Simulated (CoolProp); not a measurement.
A single-stage vapour-compression cycle with R1336mzz(E): evaporating at 314.15 K (dew point), condensing at 382.15 K (bubble point), superheat 0 K, subcooling 0 K, compressor efficiency 0.7, no pressure losses. Each further row changes one setting.

Computed with CoolProp (reference Helmholtz-energy equation of state, Akasaka 2023).

| case | cooling COP | pressure ratio | discharge temperature (K) | refrigerating effect (kJ/kg) | volumetric capacity (kJ/m³) |
|---|---|---|---|---|---|
| as stated | 1.35 | 5.52 | 382.1 | 41.6 | 968 |
| evaporating temperature 319.15 K | 1.60 | 4.74 | 382.1 | 44.9 | 1220 |
| condensing temperature 377.15 K | 1.68 | 4.97 | 377.1 | 49.4 | 1150 |
| subcooling 5 K | 1.61 | 5.52 | 382.1 | 49.8 | 1160 |
| superheat 10 K | 1.51 | 5.52 | 387.6 | 50.6 | 1120 |
| compressor efficiency 0.6 | 1.16 | 5.52 | 382.9 | 41.6 | 968 |

The compression ends wet for: as stated; evaporating temperature 319.15 K; condensing temperature 377.15 K; subcooling 5 K.
